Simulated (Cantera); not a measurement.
# Adiabatic ignition

An adiabatic, constant-pressure homogeneous reactor starts with CH₄ : O₂ : N₂ : H₂O = 1 : 1.6 : 8.64 : 0.83 (molar parts), equivalence ratio 1.2, at 1050 K and 4.20 bar.

Cantera simulation using GRI-Mech 3.0 (53 species, 325 reactions); the numbers are that mechanism's predictions, not measurements.

```tsv
t (s)	T (K)	x CH₄	x O₂	x H₂O	x O	x CO₂	x HO₂	x C₂H
4.00e-6	1050	0.0828	0.133	0.0688	<1e-12	<1e-12	3.28e-10	<1e-12
1.49e-5	1050	0.0828	0.133	0.0688	<1e-12	<1e-12	1.22e-9	<1e-12
5.52e-5	1050	0.0828	0.133	0.0688	<1e-12	<1e-12	4.48e-9	<1e-12
0.000205	1050	0.0828	0.133	0.0688	<1e-12	<1e-12	1.62e-8	<1e-12
0.000761	1050	0.0828	0.133	0.0688	4.45e-12	<1e-12	5.36e-8	<1e-12
0.00283	1050	0.0828	0.133	0.0688	2.62e-11	2.64e-11	1.30e-7	<1e-12
0.0105	1050	0.0828	0.133	0.0688	4.75e-11	6.13e-10	1.98e-7	<1e-12
0.0390	1050	0.0828	0.133	0.0688	9.26e-11	7.45e-9	4.84e-7	<1e-12
0.145	1089	0.0773	0.128	0.0745	1.58e-8	3.31e-5	2.16e-5	<1e-12
0.538	2257	<1e-12	2.94e-5	0.197	1.02e-5	0.0446	1.84e-8	<1e-12
2.00	2257	<1e-12	2.94e-5	0.197	1.02e-5	0.0446	1.84e-8	<1e-12
```
x: mole fraction; the columns are a selection and need not sum to one.

| Property | Result |
|---|---|
| time of steepest temperature rise | 0.151 s |
| temperature at 2.00 s | 2257 K |
| equilibrium temperature | 2257 K |
| x(CH₄) at 2.00 s | <1e-12 (gas-phase equilibrium <1e-12) |
| x(O₂) at 2.00 s | 2.94e-5 (gas-phase equilibrium 2.94e-5) |
| x(H₂O) at 2.00 s | 0.197 (gas-phase equilibrium 0.197) |
